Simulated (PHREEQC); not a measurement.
# Polishing slurry liquid: speciation

Solution (25 °C): 0.00017 mol/kgw NH3, 1.4e-05 mol/kgw H4SiO4 and 0.0047 mol/kgw H3BO3. Closed to the air; pH follows from the charge balance.

All values are PHREEQC results (ion-association model, phreeqc.dat), not measurements.

This is a speciation only: nothing precipitates in the calculation.

**Question.** Estimate the pH.

**Answer.** pH 7.79.

**Question.** In which forms is N present?

**Answer.** NH4+ 97 %, NH3 3.4 % of the N.

Complexes and solids missing from the database can't appear.
